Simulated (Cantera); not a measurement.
An adiabatic, constant-pressure homogeneous reactor starts with 29.6 % H2, 14.8 % O2, 55.6 % N2, equivalence ratio 1.0, at 1023 K and 1.00 atm.

Cantera simulation using the H2/O2 subset of GRI-Mech 3.0, which has no nitrogen chemistry; the numbers are that mechanism's predictions, not measurements.

x: mole fraction; the columns are a selection and need not sum to one.

```csv
t (s),T (K),x H2,x O2,x OH,x HO2,x O
6.00e-6,1023,0.296,0.148,1.31e-11,4.77e-10,3.54e-11
2.14e-5,1023,0.296,0.148,9.60e-11,(withheld),2.72e-10
7.63e-5,1023,0.296,0.148,6.73e-9,(withheld),1.92e-8
0.000272,2404,0.0499,0.0206,0.0260,(withheld),0.00979
0.000971,2701,0.0361,0.0132,0.0218,4.92e-6,0.00417
0.00346,2701,0.0361,0.0132,0.0218,4.92e-6,0.00417
0.0124,2701,0.0361,0.0132,0.0218,4.92e-6,0.00417
0.0441,2701,0.0361,0.0132,0.0218,4.92e-6,0.00417
0.157,2701,0.0361,0.0132,0.0218,4.92e-6,0.00417
0.561,2701,0.0361,0.0132,0.0218,4.92e-6,0.00417
2.00,2701,0.0361,0.0132,0.0218,4.92e-6,0.00417
```

Complete the blanks.


- 2.14e-5, x HO2: 3.54e-9
- 7.63e-5, x HO2: 2.63e-7
- 0.000272, x HO2: 6.08e-6
